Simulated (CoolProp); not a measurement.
Properties of n-dodecane along the isobar 0.837 MPa.

Values from CoolProp's reference Helmholtz-energy equation of state, Lemmon 2004. It is a short technical equation, of lower accuracy than the large ones.

```
T (K)   phase  speed of sound (m/s)  Joule-Thomson coefficient (K/MPa)  isothermal compressibility (1/MPa)  expansivity (1/kK)  Prandtl number  fugacity coefficient
-----  ------  --------------------  ---------------------------------  ----------------------------------  ------------------  --------------  --------------------
413.6  liquid                 879.8                            -0.2911                            0.002292               1.188            8.51               0.01363
443.1  liquid                 787.4                            -0.2426                            0.002956               1.293            7.41               0.03579
472.6  liquid                 696.9                            -0.1824                                   ?               1.435            6.55                     ?
502    liquid                     ?                            -0.1027                                   ?               1.632            5.82                     ?
531.5  liquid                 517.1                            0.01298                            0.007871               1.924            5.15                     ?
561    liquid                 424.0                             0.2025                             0.01257               2.400            4.51                0.4396
590.5  liquid                 324.0                             0.5853                             0.02384               3.339               ?                0.6526
620       gas                 125.5                              17.36                               1.785               4.995           0.706                0.7768
```

### Question
Some entries are withheld; supply them.

### Answer

- 472.6, isothermal compressibility (1/MPa): 0.003920
- 472.6, fugacity coefficient: 0.07986
- 502, speed of sound (m/s): 607.5
- 502, isothermal compressibility (1/MPa): 0.005396
- 502, fugacity coefficient: 0.1559
- 531.5, fugacity coefficient: 0.2740
- 590.5, Prandtl number: 3.85

Viscosity comes from a separate model (Huber 2004). Thermal conductivity comes from a separate model (Huber 2004).
